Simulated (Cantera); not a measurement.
Cantera run:

```python
import numpy as np
import cantera as ct

gas_names = """
    CL CL2 H HCL H2 Si SiCL SiCL2 SiCL3 SiCL4 SiH SiHCL3 SiH2 SiH2CL2 SiH3 SiH3CL SiH4 Si2 Si3
""".split()
cond_names = """
    Si(cr) Si(L)
""".split()


# ... load() reads the species with a 1 bar reference pressure and builds the phases ...
atoms = {
    'SiCl4': {'Si': 1, 'CL': 4},
    'HCl': {'H': 1, 'CL': 1},
    'H2': {'H': 2},
}
top_T = {}  # K; cautious upper limits of use, not melting points


# ... equilibrate(T, P, feed) seeds the gas with the atoms and calls Mixture.equilibrate('TP', solver="vcs", rtol=1e-11, max_steps=5000) ...
results = []
feed = {'SiCl4': 1, 'HCl': 0.061, 'H2': 61}  # mol
T = 1975  # K
for P in [100, 270, 720, 1900, 5200, 14000, 37000, 100000]:
    mix = equilibrate(T, P, feed)
    results.append((T, P, feed, dict(zip(mix.species_names, mix.species_moles))))
    x = sorted(zip(gas.X, gas.species_names), reverse=True)
    print(f"T = {T:g} K  P = {P:g} Pa  gas = {mix.phase_moles(0):.4g} mol")
    print("   x: " + "  ".join(f"{s} {v:.3e}" for v, s in x if v > 0.001))
    print("   condensed (mol): " + ("  ".join(f"{mix.phase(i).name} {mix.phase_moles(i):.4g}"
          for i in range(1, mix.n_phases) if mix.phase_moles(i) > 1e-12) or "none"))
```

It prints:

```
T = 1975 K  P = 100 Pa  gas = 65.23 mol
   x: H2 8.881e-01  HCL 5.399e-02  H 4.078e-02  Si 1.141e-02  SiCL2 2.859e-03  CL 1.852e-03
   condensed (mol): none
T = 1975 K  P = 270 Pa  gas = 64.52 mol
   x: H2 9.078e-01  HCL 5.066e-02  H 2.509e-02  Si 8.926e-03  SiCL2 5.199e-03  CL 1.046e-03
   condensed (mol): none
T = 1975 K  P = 720 Pa  gas = 63.89 mol
   x: H2 9.226e-01  HCL 4.928e-02  H 1.549e-02  SiCL2 6.492e-03  Si 4.490e-03
   condensed (mol): Si(L) 0.2263
T = 1975 K  P = 1900 Pa  gas = 63.5 mol
   x: H2 9.311e-01  HCL 4.992e-02  H 9.579e-03  SiCL2 6.601e-03  Si 1.701e-03
   condensed (mol): Si(L) 0.4275
T = 1975 K  P = 5200 Pa  gas = 63.3 mol
   x: H2 9.359e-01  HCL 5.028e-02  SiCL2 6.663e-03  H 5.805e-03
   condensed (mol): Si(L) 0.5091
T = 1975 K  P = 14000 Pa  gas = 63.2 mol
   x: H2 9.386e-01  HCL 5.047e-02  SiCL2 6.694e-03  H 3.543e-03
   condensed (mol): Si(L) 0.5408
T = 1975 K  P = 37000 Pa  gas = 63.14 mol
   x: H2 9.401e-01  HCL 5.055e-02  SiCL2 6.703e-03  H 2.181e-03
   condensed (mol): Si(L) 0.5534
T = 1975 K  P = 100000 Pa  gas = 63.1 mol
   x: H2 9.411e-01  HCL 5.053e-02  SiCL2 6.693e-03  H 1.327e-03
   condensed (mol): Si(L) 0.5577
```

These are equilibrium values from Cantera (NASA tables, ideal gas, pure condensed phases), not measurements of a reactor. The tables' values for SiCl, SiCl3 are old estimates; treat these amounts as uncertain. Gases not in the tables: Si2H6 and higher silanes.
